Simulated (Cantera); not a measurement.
Feed: 1 mol B2O3, 4.1 mol N2, 200 mol H2, at 100000 Pa.

These are equilibrium values from Cantera (NASA tables, ideal gas, pure condensed phases), not measurements of a reactor. Candidate condensed phases: B, BN, B2O3, B3O3H3, H2O; 39 gas species. Kinetics and transport are ignored.

Problem. At 2025 K, list the 7 most abundant gas species with their mole fractions, and the condensed phases.

Solution. H2 0.967, N2 0.0200, HBO 0.00638, HBO2 0.00239, H2O 0.00220, H 0.00189, B2O3 0.000283. Condensed: gas only.
